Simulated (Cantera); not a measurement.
Gas mixture: C3H8 = 0.084 (molar parts), at 0.513 atm, frozen composition.

Cantera's kinetic-theory transport with the Lennard-Jones parameters of GRI-Mech 3.0, ideal gas; thermal conductivity in the multicomponent form. The composition is frozen, though it would react at the higher temperatures.

One state of this run: ρ (kg/m³) = 0.197; cp (J/kg/K) = 4523; μ (µPa s) = 29.1; λ (mW/m/K) = 175; Pr = 0.753; D (cm²/s) H2O = 4.06; D (cm²/s) NO = 3.19; D (cm²/s) H2 = 12.4. D: mixture-averaged diffusion coefficient of that species in the mixture.

Problem. Which value of T (K) does it belong to?
A) 1650
B) 400
C) 1400
D) 650

Solution. C, 1400
